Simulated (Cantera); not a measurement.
An isothermal, constant-pressure homogeneous reactor starts with CH4 : H2 : N2 = 0.039 : 1 : 0.0024 (molar parts), at 2548 K and 0.0133 bar. Integrator tolerance rtol = 1e-08.

Detailed kinetics in Cantera: GRI-Mech 3.0 (53 species, 325 reactions). GRI-Mech 3.0 stops at C3 and has no aromatics, soot or wall deposition, so with more carbon than oxygen in the feed, carbon stays in small species such as C2H2 where larger ones or solid carbon would form. Radical loss at walls, strong at low pressure, is not modelled.

What does this change do: N2 0.0024 to 0.00029 parts?


```json
[
 {"quantity": "x(CH4) at 40.0 s", "before": "1.26e-6 (gas-phase equilibrium 1.24e-6)", "after": "1.29e-6 (gas-phase equilibrium 1.29e-6)"},
 {"quantity": "x(H2) at 40.0 s", "before": "0.749 (gas-phase equilibrium 0.749)", "after": "0.750 (gas-phase equilibrium 0.750)"},
 {"quantity": "x(C2H6) at 40.0 s", "before": "<1e-12 (gas-phase equilibrium <1e-12)", "after": "<1e-12 (gas-phase equilibrium <1e-12)"},
 {"quantity": "x(H) at 40.0 s", "before": "0.234 (gas-phase equilibrium 0.234)", "after": "0.234 (gas-phase equilibrium 0.234)"},
 {"quantity": "x(C2H2) at 40.0 s", "before": "0.0149 (gas-phase equilibrium 0.0143)", "after": "0.0154 (gas-phase equilibrium 0.0153)"},
 {"quantity": "x(HCN) at 40.0 s", "before": "0.00123 (gas-phase equilibrium 0.00258)", "after": "0.000247 (gas-phase equilibrium 0.000433)"}
]
```

What does this change do: H2 1 to 5.6 parts?


| quantity | before | after |
|---|---|---|
| x(CH4) at 40.0 s | 1.26e-6 (gas-phase equilibrium 1.24e-6) | 5.65e-7 (gas-phase equilibrium 5.55e-7) |
| x(H2) at 40.0 s | 0.749 (gas-phase equilibrium 0.749) | 0.761 (gas-phase equilibrium 0.761) |
| x(C2H6) at 40.0 s | <1e-12 (gas-phase equilibrium <1e-12) | <1e-12 (gas-phase equilibrium <1e-12) |
| x(H) at 40.0 s | 0.234 (gas-phase equilibrium 0.234) | 0.235 (gas-phase equilibrium 0.235) |
| x(C2H2) at 40.0 s | 0.0149 (gas-phase equilibrium 0.0143) | 0.00286 (gas-phase equilibrium 0.00270) |
| x(HCN) at 40.0 s | 0.00123 (gas-phase equilibrium 0.00258) | 0.000181 (gas-phase equilibrium 0.000490) |
